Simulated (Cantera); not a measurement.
Catalytic stagnation flow on Pt

A jet of 8.93 % CH₄, 9.96 % O₂, 81.1 % N₂, equivalence ratio 1.8 at 300 K and 0.410 bar hits a platinum plate 4.8 cm away at a mass flux of 0.13 kg/m²/s; the plate temperature is set and raised in steps from an oxygen-covered start.

Computed with Cantera and Deutschmann's 1995 Pt surface mechanism with GRI-Mech 3.0 gas chemistry. Catalytic surfaces can have several steady states; this one follows from the mechanism file's or the stated starting coverage.

| plate T (K) | wall x CH₄ | wall x O₂ | wall x H₂O | wall x OH | wall x CO | wall x CO₂ | θ free Pt | θ H* | θ CO* | θ C* |
|---|---|---|---|---|---|---|---|---|---|---|
| 950 | 0.0282 | 0.00818 | 0.100 | <1e-8 | 0.0636 | 0.000119 | 0.234 | 0.00214 | 0.194 | 0.571 |
| 1000 | 0.0201 | 0.00577 | 0.0966 | <1e-8 | 0.0718 | 0.000137 | 0.290 | 0.00317 | 0.148 | 0.559 |
| 1050 | 0.00794 | 0.00238 | 0.0904 | <1e-8 | 0.0837 | 0.000546 | 0.472 | 0.00463 | 0.218 | 0.306 |
| 1100 | 0.00372 | 0.00122 | 0.0864 | <1e-8 | 0.0859 | 0.00297 | 0.680 | 0.00506 | 0.235 | 0.0797 |
| 1150 | 0.00265 | 0.000923 | 0.0819 | <1e-8 | 0.0825 | 0.00829 | 0.801 | 0.00485 | 0.169 | 0.0254 |
| 1200 | 0.00221 | 0.000803 | 0.0758 | <1e-8 | 0.0762 | 0.0161 | 0.879 | 0.00454 | 0.107 | 0.00997 |
x: mole fraction at the wall; θ: surface coverage.
